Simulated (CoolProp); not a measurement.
Vapour-liquid equilibrium of propane (1) + n-butane (2) at 240.7 K; x and y are mole fractions of (1).

Values from CoolProp's multi-fluid Helmholtz-energy mixture model, Lemmon 2009 and Bücker 2006; pair parameters Kunz 2012.

| x | bubble pressure (MPa) | y at the bubble point | dew pressure at overall composition x (MPa) | liquid density (mol/L) |
|---|---|---|---|---|
| 0.05 | 0.03103 | 0.233 | 0.02605 | 11.00 |
| 0.125 | 0.04025 | 0.453 | 0.02788 | 11.14 |
| 0.2 | 0.04958 | 0.592 | 0.02999 | 11.28 |
| 0.275 | 0.05899 | 0.688 | 0.03245 | 11.42 |
| 0.35 | 0.06847 | 0.757 | 0.03534 | 11.56 |
| 0.425 | 0.07800 | 0.811 | 0.03880 | 11.70 |
| 0.5 | 0.08756 | 0.852 | 0.04301 | 11.85 |
| 0.575 | 0.09715 | 0.886 | 0.04824 | 12.00 |
| 0.65 | 0.1068 | 0.914 | 0.05491 | 12.16 |
| 0.725 | 0.1164 | 0.938 | 0.06373 | 12.31 |
| 0.8 | 0.1261 | 0.958 | 0.07589 | 12.47 |
| 0.875 | 0.1358 | 0.975 | 0.09372 | 12.64 |
| 0.95 | 0.1457 | 0.991 | 0.1221 | 12.80 |

No azeotrope shows between x = 0.05 and 0.95.

The pair parameters rest on a limited set of measurements; away from them the model extrapolates.
